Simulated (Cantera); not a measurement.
Input: 1 mol Si3N4, 0.13 mol O2, 18 mol H2, held at 1300 °C and 750 Torr.

Method: chemical equilibrium by Gibbs-energy minimisation in Cantera with the NASA 1993 tables (ideal gas, pure condensed phases). Candidate condensed phases: H2O, Si, SiO2, Si2N2O, Si3N4; 35 gas species. Mutual solubility and eutectic melting of coexisting phases are not modelled. Equilibrium is a limit: real reactors are often held back by kinetics, nucleation or transport.

Base state: H2 0.995, N2 0.00479, H 4.06e-5 (mole fractions); condensed: Si2N2O(s) + Si3N4(s).

**Question.** What changes in the equilibrium state with this change: pressure from 750 Torr to 1.00 Torr?

**Answer.** 
```json
[
 {"species": "H2", "before": "0.995", "after": "0.901"},
 {"species": "N2", "before": "0.00479", "after": "0.0925"},
 {"species": "SiO", "before": "1.59e-6", "after": "0.00531"},
 {"species": "Si", "before": "6.31e-9", "after": "4.12e-5"},
 {"species": "H", "before": "4.06e-5", "after": "0.00106"},
 {"species": "Si2N2O(s), mol", "before": "0.260", "after": "0.154"},
 {"species": "Si3N4(s), mol", "before": "0.827", "after": "0"},
 {"species": "Si(s), mol", "before": "0", "after": "2.59"}
]
```

**Question.** What changes in the equilibrium state with this change: O2 from 0.13 to 0.059 mol?

**Answer.** 
```tsv
species	before	after
H2	0.995	0.998
N2	0.00479	0.00218
H	4.06e-5	4.06e-5
Si2N2O(s), mol	0.260	0.118
Si3N4(s), mol	0.827	0.921
```

**Question.** What changes in the equilibrium state with this change: temperature from 1300 °C to 1575 °C?

**Answer.** 
```csv
species,before,after
H2,0.995,0.980
N2,0.00479,0.0189
SiO,1.59e-6,0.000685
SiH2,4.19e-7,4.08e-5
H,4.06e-5,0.000525
"Si2N2O(s), mol",0.260,0.247
"Si3N4(s), mol",0.827,0.703
"Si(l), mol",0,0.383
```
Gases not in the tables: Si2H6 and higher silanes.
